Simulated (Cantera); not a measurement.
Cantera run, input and output.

```python
import numpy as np
import cantera as ct

gas = ct.Solution("gri30.yaml")


def delay(T, t_max=10):
    gas.TPX = T, 100000, {'CO': 1, 'H2': 0.49, 'O2': 1.05, 'N2': 3.95, 'H2O': 1.9}
    reactor = ct.IdealGasReactor(gas, clone=False)
    net = ct.ReactorNet([reactor])
    net.rtol, net.atol = 1e-8, 1e-16
    while net.time < t_max:
        t_old, T_old = net.time, reactor.T
        net.step()
        if reactor.T > T + 400:  # ignition: a rise of 400 K
            return t_old + (T + 400 - T_old) / (reactor.T - T_old) * (net.time - t_old)
    return np.nan


taus = []
for T in [1050, 1100, 1150, 1200, 1250, 1300, 1350, 1400, 1450, 1500]:
    taus.append(delay(T))
    print(f"T0 = {T:6g} K   tau = {taus[-1]:.4e} s")
```

Output:

```
T0 =   1050 K   tau = 1.9611e-03 s
T0 =   1100 K   tau = 4.1884e-04 s
T0 =   1150 K   tau = 1.8560e-04 s
T0 =   1200 K   tau = 1.1573e-04 s
T0 =   1250 K   tau = 8.3562e-05 s
T0 =   1300 K   tau = 6.5472e-05 s
T0 =   1350 K   tau = 5.4139e-05 s
T0 =   1400 K   tau = 4.6570e-05 s
T0 =   1450 K   tau = 4.1318e-05 s
T0 =   1500 K   tau = 3.7603e-05 s
```

Model: GRI-Mech 3.0 (53 species, 325 reactions), integrated in Cantera. Where the delays flatten at high temperature, the 400 K rule measures the pace of heat release, not the induction time.
